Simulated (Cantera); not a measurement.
A perfectly stirred reactor is fed with H2 : O2 : N2 = 1.8 : 1 : 1 (molar parts), at 30000 Pa; it is held at 825 K, and followed from long to short residence time.

Cantera simulation using the H2/O2 subset of GRI-Mech 3.0, which has no nitrogen chemistry; the numbers are that mechanism's predictions, not measurements. Below about 950 K walls govern HO2 and H2O2 in real vessels. The temperature is held fixed by assumption; the heat of reaction is taken as removed at once.

Question: What does this change do: temperature 825 to 1248 K?

Answer: 
| quantity | before | after |
|---|---|---|
| x(H2) at τ = 0.310 s | 0.474 | 0.00144 |
| x(O2) at τ = 0.310 s | 0.263 | 0.0350 |
| x(OH) at τ = 0.310 s | 5.27e-11 | 0.000621 |
| x(O) at τ = 0.310 s | 2.14e-10 | 7.58e-5 |
| x(HO2) at τ = 0.310 s | 3.21e-6 | 1.35e-5 |
| x(H2) at τ = 3.70 ms | 0.474 | 0.0201 |
| x(O2) at τ = 3.70 ms | 0.263 | 0.0440 |
| x(OH) at τ = 3.70 ms | <1e-12 | 0.00284 |
| x(O) at τ = 3.70 ms | <1e-12 | 0.00154 |
| x(HO2) at τ = 3.70 ms | 1.04e-9 | 3.54e-5 |
